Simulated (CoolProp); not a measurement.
Vapour-liquid equilibrium of 1-butene (1) + n-butane (2) at 68.25 °C; x and y are mole fractions of (1).

Model: multi-fluid Helmholtz-energy mixture model, Lemmon 2005 and Bücker 2006; pair parameters Bell 2016, in CoolProp.

```json
[
 {"x": "0.05", "bubble pressure, mixture model (kPa)": "(withheld)", "bubble pressure, Raoult's law (kPa)": "784.3", "y, mixture model": "0.057", "y, Raoult's law": "0.059"},
 {"x": "0.2", "bubble pressure, mixture model (kPa)": "808.4", "bubble pressure, Raoult's law (kPa)": "806.2", "y, mixture model": "(withheld)", "y, Raoult's law": "0.229"},
 {"x": "0.35", "bubble pressure, mixture model (kPa)": "(withheld)", "bubble pressure, Raoult's law (kPa)": "828.1", "y, mixture model": "0.385", "y, Raoult's law": "0.390"},
 {"x": "0.5", "bubble pressure, mixture model (kPa)": "856.1", "bubble pressure, Raoult's law (kPa)": "850.0", "y, mixture model": "0.536", "y, Raoult's law": "0.543"},
 {"x": "0.65", "bubble pressure, mixture model (kPa)": "878.6", "bubble pressure, Raoult's law (kPa)": "872.0", "y, mixture model": "0.680", "y, Raoult's law": "0.688"},
 {"x": "0.8", "bubble pressure, mixture model (kPa)": "899.2", "bubble pressure, Raoult's law (kPa)": "893.9", "y, mixture model": "0.819", "y, Raoult's law": "0.826"},
 {"x": "0.95", "bubble pressure, mixture model (kPa)": "(withheld)", "bubble pressure, Raoult's law (kPa)": "915.8", "y, mixture model": "0.955", "y, Raoult's law": "0.958"}
]
```

**Question.** Fill in the missing entries.

**Answer.** 
- 0.05, bubble pressure, mixture model (kPa): 784.7
- 0.2, y, mixture model: 0.225
- 0.35, bubble pressure, mixture model (kPa): 832.5
- 0.95, bubble pressure, mixture model (kPa): 917.6

The largest gap from Raoult's law is +0.8 % in bubble pressure, at x = 0.65. No azeotrope shows between x = 0.05 and 0.95.

Pair parameters are fitted to limited data, so mixtures are less certain than the pure fluids.
